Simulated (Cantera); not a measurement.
A Cantera script and its output.

```python
import numpy as np
import cantera as ct

gas = ct.Solution("gri30.yaml")
gas.TPX = 2073, 460000, {'CH4': 1, 'H2O': 6.3, 'H2': 0.5}
inlet = ct.Reservoir(gas, clone=True)

reactor = ct.IdealGasConstPressureReactor(gas, energy="off", clone=False)
exhaust = ct.Reservoir(gas, clone=True)
tau = [24, 11, 5.1, 2.3, 1.1, 0.48, 0.22, 0.1, 0.046, 0.021, 0.0095][0]
for a, b in ((inlet, reactor), (reactor, exhaust)):
    ct.MassFlowController(a, b, mdot=lambda t: reactor.mass / tau)
net = ct.ReactorNet([reactor])
show = ['CH4', 'H2O', 'H2', 'C2H4', 'C2H']

rows = []
print(f"{'tau/s':>10s}{'T/K':>9s}" + "".join(f"{s:>11s}" for s in show))
for tau in [24, 11, 5.1, 2.3, 1.1, 0.48, 0.22, 0.1, 0.046, 0.021, 0.0095]:
    net.initial_time = 0.0
    net.advance(30 * tau)
    before = gas.X
    net.advance(40 * tau)
    drift = np.max(np.abs(gas.X - before) / (gas.X + 1e-9))
    rows.append([gas.T, *gas[show].X, drift])
    print(f"{tau:10.3e}{gas.T:9.1f}" + "".join(f"{x:11.3e}" for x in gas[show].X))
```

It prints:

```
     tau/s      T/K        CH4        H2O         H2       C2H4        C2H
 2.400e+01   2073.0  4.497e-06  5.180e-01  3.791e-01  1.443e-11  5.604e-14
 1.100e+01   2073.0  9.815e-06  5.180e-01  3.791e-01  6.468e-11  2.423e-13
 5.100e+00   2073.0  2.120e-05  5.181e-01  3.791e-01  2.929e-10  1.076e-12
 2.300e+00   2073.0  4.714e-05  5.181e-01  3.790e-01  1.424e-09  5.176e-12
 1.100e+00   2073.0  9.885e-05  5.182e-01  3.789e-01  6.204e-09  2.238e-11
 4.800e-01   2073.0  2.264e-04  5.185e-01  3.786e-01  3.226e-08  1.157e-10
 2.200e-01   2073.0  4.873e-04  5.191e-01  3.779e-01  1.484e-07  5.299e-10
 1.000e-01   2073.0  1.030e-03  5.204e-01  3.765e-01  6.587e-07  2.346e-09
 4.600e-02   2073.0  2.060e-03  5.232e-01  3.737e-01  2.616e-06  9.320e-09
 2.100e-02   2073.0  3.896e-03  5.289e-01  3.680e-01  9.231e-06  3.294e-08
 9.500e-03   2073.0  6.851e-03  5.401e-01  3.573e-01  2.785e-05  9.954e-08
```

Detailed kinetics in Cantera: GRI-Mech 3.0 (53 species, 325 reactions).
